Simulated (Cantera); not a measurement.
Input (Python, Cantera) and output of one run.

```python
import numpy as np
import cantera as ct

gas_names = """
    CL CL2 H HCL H2 N NH NH2 NH3 N2 N2H2 N2H4 Si SiCL SiCL2 SiCL3 SiCL4 SiH SiHCL3 SiH2 SiH2CL2 SiH3
    SiH3CL SiH4 SiN Si2 Si2N Si3
""".split()
cond_names = """
    NH4CL(a) NH4CL(b) Si(cr) Si(L) Si3N4(a)
""".split()


# ... load() reads the species with a 1 bar reference pressure and builds the phases ...
atoms = {
    'SiH2Cl2': {'Si': 1, 'H': 2, 'CL': 2},
    'Cl2': {'CL': 2},
    'N2': {'N': 2},
}
top_T = {'Si3N4(a)': 2400}  # K; cautious upper limits of use, not melting points


# ... equilibrate(T, P, feed) seeds the gas with the atoms and calls Mixture.equilibrate('TP', solver="vcs", rtol=1e-11, max_steps=5000) ...
results = []
T = 1575  # K
P = 13332.2  # Pa
for m in [25, 34, 47, 64, 87, 120, 160, 220]:
    feed = {'SiH2Cl2': 1, 'Cl2': 0.13, 'N2': m}  # mol
    mix = equilibrate(T, P, feed)
    results.append((T, P, feed, dict(zip(mix.species_names, mix.species_moles))))
    x = sorted(zip(gas.X, gas.species_names), reverse=True)
    print(f"T = {T:g} K  P = {P:g} Pa  n(N2) = {m:g} mol  gas = {mix.phase_moles(0):.4g} mol")
    print("   x: " + "  ".join(f"{s} {v:.3e}" for v, s in x if v > 0.0001))
    print("   condensed (mol): " + ("  ".join(f"{mix.phase(i).name} {mix.phase_moles(i):.4g}"
          for i in range(1, mix.n_phases) if mix.phase_moles(i) > 1e-12) or "none"))
```

Output:

```
T = 1575 K  P = 13332.2 Pa  n(N2) = 25 mol  gas = 26.63 mol
   x: N2 9.231e-01  HCL 5.067e-02  H2 1.218e-02  SiCL2 9.650e-03  SiCL3 2.547e-03  SiCL4 1.760e-03
   condensed (mol): Si3N4(a) 0.2089
T = 1575 K  P = 13332.2 Pa  n(N2) = 34 mol  gas = 35.64 mol
   x: N2 9.422e-01  HCL 3.843e-02  H2 8.819e-03  SiCL2 7.561e-03  SiCL3 1.779e-03  SiCL4 1.095e-03
   condensed (mol): Si3N4(a) 0.209
T = 1575 K  P = 13332.2 Pa  n(N2) = 47 mol  gas = 48.65 mol
   x: N2 9.575e-01  HCL 2.854e-02  H2 6.270e-03  SiCL2 5.803e-03  SiCL3 1.202e-03  SiCL4 6.521e-04
   condensed (mol): Si3N4(a) 0.2088
T = 1575 K  P = 13332.2 Pa  n(N2) = 64 mol  gas = 65.66 mol
   x: N2 9.684e-01  HCL 2.138e-02  H2 4.528e-03  SiCL2 4.477e-03  SiCL3 8.180e-04  SiCL4 3.911e-04
   condensed (mol): Si3N4(a) 0.2086
T = 1575 K  P = 13332.2 Pa  n(N2) = 87 mol  gas = 88.67 mol
   x: N2 9.765e-01  HCL 1.599e-02  SiCL2 3.437e-03  H2 3.278e-03  SiCL3 5.517e-04  SiCL4 2.318e-04
   condensed (mol): Si3N4(a) 0.2084
T = 1575 K  P = 13332.2 Pa  n(N2) = 120 mol  gas = 121.7 mol
   x: N2 9.828e-01  HCL 1.175e-02  SiCL2 2.590e-03  H2 2.340e-03  SiCL3 3.616e-04  SiCL4 1.321e-04
   condensed (mol): Si3N4(a) 0.2081
T = 1575 K  P = 13332.2 Pa  n(N2) = 160 mol  gas = 161.7 mol
   x: N2 9.870e-01  HCL 8.898e-03  SiCL2 2.000e-03  H2 1.733e-03  SiCL3 2.458e-04
   condensed (mol): Si3N4(a) 0.2079
T = 1575 K  P = 13332.2 Pa  n(N2) = 220 mol  gas = 221.7 mol
   x: N2 9.905e-01  HCL 6.528e-03  SiCL2 1.496e-03  H2 1.244e-03  SiCL3 1.591e-04
   condensed (mol): Si3N4(a) 0.2077
```

Method: chemical equilibrium by Gibbs-energy minimisation in Cantera with the NASA 1993 tables (ideal gas, pure condensed phases). The tables' values for SiCl3 are old estimates; treat these amounts as uncertain.
